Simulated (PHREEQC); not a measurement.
Dissolve 0.019 mol/kgw Cu(BF4)2 and 0.0085 mol/kgw H3BO3 at 25 °C. Closed to the air; pH follows from the charge balance.

Equilibrium calculation in PHREEQC: ion-association model, wateq4f.dat.

No solid was allowed to form.

### Question
What pH does the model give?

### Answer
pH 2.75.

### Question
In which forms is Cu present?

### Answer
Cu+2 99 %, CuF+ 1.3 % of the Cu.

Real BF4- forms and hydrolyses slowly; the run takes it at equilibrium.
